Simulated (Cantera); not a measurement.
A perfectly stirred reactor is fed with 18.1 % H2, 18.6 % O2, 63.3 % N2, equivalence ratio 0.48, at 0.640 bar; it is held at 1073 K, and followed from long to short residence time.

Computed with Cantera and the H2/O2 subset of GRI-Mech 3.0, which has no nitrogen chemistry. The temperature is held fixed by assumption; the heat of reaction is taken as removed at once.

One state of this run: x H2 = 0.00510; x O2 = 0.108; x OH = 7.42e-5; x O = 5.54e-5; x H2O2 = 1.30e-5; x H = 2.82e-5; x HO2 = 5.89e-5. x: mole fraction; the columns are a selection and need not sum to one.

Problem. Which value of τ (s) does it belong to?
A. 0.043
B. 4.5
C. 11
D. 0.28

Solution. A, 0.043
